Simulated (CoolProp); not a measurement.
Values from CoolProp's reference Helmholtz-energy equation of state, Colonna 2008. It is a short technical equation, of lower accuracy than the large ones.

Q: For dodecamethylcyclohexasiloxane (D6), give the phase and the cp (kJ/(kg K)), cv (kJ/(kg K)), Joule-Thomson coefficient (K/MPa) at 620 K and 0.00936 MPa; 620 K and 0.0395 MPa; 620 K and 0.0811 MPa.

A: 
- 620 K and 0.00936 MPa: gas; cp 1.96, cv 1.94, Joule-Thomson coefficient 9.75
- 620 K and 0.0395 MPa: gas; cp 1.96, cv 1.94, Joule-Thomson coefficient 9.97
- 620 K and 0.0811 MPa: gas; cp 1.96, cv 1.94, Joule-Thomson coefficient 10.3
